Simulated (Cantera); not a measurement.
Input: 1 mol SiHCl3, 0.47 mol C2H4, 330 mol H2, at 0.890 bar.

These are equilibrium values from Cantera (NASA tables, ideal gas, pure condensed phases), not measurements of a reactor. Candidate condensed phases: C, C6H6, C7H8, C8H18, Si, SiC; 109 gas species. Gases not in the tables: Si2H6 and higher silanes. Rates play no part. All values below are at 1923 K.

Base state: H2 0.990, HCl 0.00872, H 0.000994, SiCl2 0.000136, SiH2 4.51e-5, CH4 2.76e-5, Si 1.29e-5 (mole fractions); condensed: SiC(s).

Question: What changes in the equilibrium state with this change: pressure from 0.890 bar to 0.0160 bar?

Answer: 
```json
[
 {"species": "H2", "before": "0.990", "after": "0.983"},
 {"species": "HCl", "before": "0.00872", "after": "0.00885"},
 {"species": "H", "before": "0.000994", "after": "0.00739"},
 {"species": "Si", "before": "1.29e-5", "after": "0.000168"},
 {"species": "C2H2 (acetylene)", "before": "1.62e-6", "after": "2.94e-5"},
 {"species": "CH4", "before": "2.76e-5", "after": "2.09e-6"},
 {"species": "SiC(s), mol", "before": "0.929", "after": "0.918"}
]
```
